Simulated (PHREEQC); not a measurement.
**Leach liquor (model solution)**

Consider water at 25 °C with 0.0011 mol/kgw H2SO4, 0.00028 mol/kgw LiCl and 0.082 mol/kgw Fe2(SO4)3. Closed to the air; pH follows from the charge balance.

The numbers come from PHREEQC with the ion-association model, phreeqc.dat.

```yaml
pH: 2.45
ionic_strength: 0.252 mol/kgw
total_alkalinity: -330 meq/kg
```

```tsv
species	molality	activity	log γ
FeSO4+	0.111	0.0802	-0.140
SO4-2	0.0557	0.0149	-0.571
Fe(SO4)2-	0.0355	0.0262	-0.132
HSO4-	0.00698	0.00515	-0.132
H+	0.00449	0.00354	-0.103
Fe+3	0.00414	0.000489	-0.927
FeOH+2	0.00323	0.000888	-0.561
Fe2(OH)2+4	0.00274	2.12e-5	-2.110
FeHSO4+2	0.00256	0.000761	-0.528
Fe3(OH)4+5	0.000726	3.66e-7	-3.297
Cl-	0.000270	0.000189	-0.156
```

Precipitation was switched off in this run. Saturation is exceeded, for instance for Hematite (slow to form), Goethite (slow to form); the values hold only as long as no solid forms.
